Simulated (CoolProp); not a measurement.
The fluid at 293.15 K and 16.8 MPa is throttled through a valve to 10.5 MPa with no heat exchange. The same conditions are run with several fluids, on thermodynamics alone (safety and materials aside).

The numbers come from the reference Helmholtz-energy equation of state of each fluid (CH2F2 (R32): Tillner-Roth 1997; R141b: Lemmon 2006; R113: Marx 1992; R123: Younglove 1994; propyne: Polt 1992) in CoolProp. The equations of Platzer and Polt are older, rougher fits.

| fluid | temperature change (K) | final density (kg/m³) |
|---|---|---|
| CH2F2 (R32) | ? | ? |
| R141b | ? | ? |
| R113 | ? | ? |
| R123 | ? | 1500 |
| propyne | +1.6 | ? |

### Question
Fill in the missing entries.

### Answer

- CH2F2 (R32), temperature change (K): +0.4
- CH2F2 (R32), final density (kg/m³): 1020
- R141b, temperature change (K): +2.6
- R141b, final density (kg/m³): 1260
- R113, temperature change (K): +2.7
- R113, final density (kg/m³): 1600
- R123, temperature change (K): +2.4
- propyne, final density (kg/m³): 631
